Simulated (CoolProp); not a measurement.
Vapour-liquid equilibrium of n-heptane (1) + ethylbenzene (2) at 53.25 °C; x and y are mole fractions of (1).

Values from CoolProp's multi-fluid Helmholtz-energy mixture model, Span 2003 and Zhou 2012; pair parameters Bell 2016.

| x | bubble pressure, mixture model (bar) | bubble pressure, Raoult's law (bar) | y, mixture model | y, Raoult's law |
|---|---|---|---|---|
| 0.05 | 0.06728 | 0.06266 | 0.227 | 0.172 |
| 0.2 | 0.09948 | 0.08677 | 0.551 | 0.496 |
| 0.35 | 0.1256 | 0.1109 | 0.701 | 0.680 |
| 0.5 | 0.1481 | 0.1350 | 0.794 | 0.798 |
| 0.65 | 0.1687 | 0.1591 | 0.865 | 0.880 |
| 0.8 | 0.1886 | 0.1832 | 0.925 | 0.940 |
| 0.95 | 0.2086 | 0.2073 | 0.981 | 0.987 |

The largest gap from Raoult's law is +14.6 % in bubble pressure, at x = 0.2. No azeotrope shows between x = 0.05 and 0.95.

Pair parameters are fitted to limited data, so mixtures are less certain than the pure fluids.
